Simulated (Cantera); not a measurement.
A closed system holds: 1 mol Ti, 8.2 mol CH4, at 1525 K and 37.0 Pa.

Method: chemical equilibrium by Gibbs-energy minimisation in Cantera with the NASA 1993 tables (ideal gas, pure condensed phases). Candidate condensed phases: C, C6H6, C7H8, C8H18, Ti, TiC; 77 gas species. TiC: taken at fixed stoichiometry. Equilibrium is a limit: real reactors are often held back by kinetics, nucleation or transport.

Base state: H2 0.999, H 0.00123, C2H2 (acetylene) 1.21e-5 (mole fractions); condensed: C(graphite) + TiC(s).

### Question
What changes in the equilibrium state with this change: temperature from 1525 K to 1250 K?

### Answer
```
species            before    after
----------------  -------  -------
H2                  0.999    1.000
H                 0.00123  2.51e-5
C2H2 (acetylene)  1.21e-5  2.52e-7
C(graphite), mol     7.20     7.20
TiC(s), mol          1.00     1.00
```

### Question
What changes in the equilibrium state with this change: temperature from 1525 K to 1548.15 K?

### Answer
```json
[
 {"species": "H2", "before": "0.999", "after": "0.998"},
 {"species": "H", "before": "0.00123", "after": "0.00160"},
 {"species": "C2H2 (acetylene)", "before": "1.21e-5", "after": "1.57e-5"},
 {"species": "C(graphite), mol", "before": "7.20", "after": "7.20"},
 {"species": "TiC(s), mol", "before": "1.00", "after": "1.00"}
]
```

### Question
What changes in the equilibrium state with this change: pressure from 37.0 Pa to 13.3 mbar?

### Answer
```csv
species,before,after
H2,0.999,1.000
H,0.00123,0.000205
CH4,8.42e-7,3.04e-5
C2H2 (acetylene),1.21e-5,1.21e-5
"C(graphite), mol",7.20,7.20
"TiC(s), mol",1.00,1.00
```
